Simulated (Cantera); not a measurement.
Charge: 1 mol SiC, 0.018 mol H₂O, 110 mol N₂, 1.2 mol CO₂, at 7.50 Torr.

These are equilibrium values from Cantera (NASA tables, ideal gas, pure condensed phases), not measurements of a reactor. Candidate condensed phases: C, C₆H₆, C₇H₈, C₈H₁₈, H₂O, Si, SiC, SiO₂, Si₂N₂O, Si₃N₄; 151 gas species. N₂ is the only nitrogen source here; it is nearly inert below about 1500 K, so the nitride shown seldom forms there in practice. Mutual solubility and eutectic melting of coexisting phases are not modelled. Rates play no part.

### Question
Which condensed phases are stable at each of these points (T (K)): 1473, 1523, 1573, 1623, 1673, 1723, 1773, 1823, 1873, 1923?

### Answer
```json
[
 {"T (K)": "1473", "condensed phases": "C(graphite) + Si₂N₂O(s)", "Si condensed (%)": "99.7"},
 {"T (K)": "1523", "condensed phases": "SiC(s) + Si₂N₂O(s)", "Si condensed (%)": "99.0"},
 {"T (K)": "1573", "condensed phases": "SiC(s) + Si₂N₂O(s)", "Si condensed (%)": "96.2"},
 {"T (K)": "1623", "condensed phases": "SiC(s) + Si₂N₂O(s)", "Si condensed (%)": "86.9"},
 {"T (K)": "1673", "condensed phases": "SiC(s) + Si₂N₂O(s)", "Si condensed (%)": "58.6"},
 {"T (K)": "1723", "condensed phases": "SiC(s)", "Si condensed (%)": "39.0"},
 {"T (K)": "1773", "condensed phases": "SiC(s)", "Si condensed (%)": "38.8"},
 {"T (K)": "1823", "condensed phases": "SiC(s)", "Si condensed (%)": "38.5"},
 {"T (K)": "1873", "condensed phases": "SiC(s)", "Si condensed (%)": "37.7"},
 {"T (K)": "1923", "condensed phases": "SiC(s)", "Si condensed (%)": "36.2"}
]
```

At 1473 K the condensed part is C(graphite) + Si₂N₂O(s). From 1523 K to 1673 K the condensed part is SiC(s) + Si₂N₂O(s). From 1723 K to 1923 K the condensed part is SiC(s).
